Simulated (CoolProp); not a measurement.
Computed with CoolProp (reference Helmholtz-energy equation of state, Lemmon 2013).

### Question
Give the vapour pressure (bar), enthalpy of vaporisation (kJ/kg), liquid cp (kJ/(kg K)), surface tension (mN/m) of saturated propylene at -32.95, -13.85, 12.75 °C.

### Answer
```tsv
T (°C)	p (bar)	enthalpy of vaporisation (kJ/kg)	liquid cp (kJ/(kg K))	surface tension (mN/m)
-32.95	1.89	422	2.25	14.7
-13.85	3.77	398	2.35	12.0
12.75	8.40	357	2.54	8.51
```

Surface tension comes from a separate correlation (Mulero 2012).
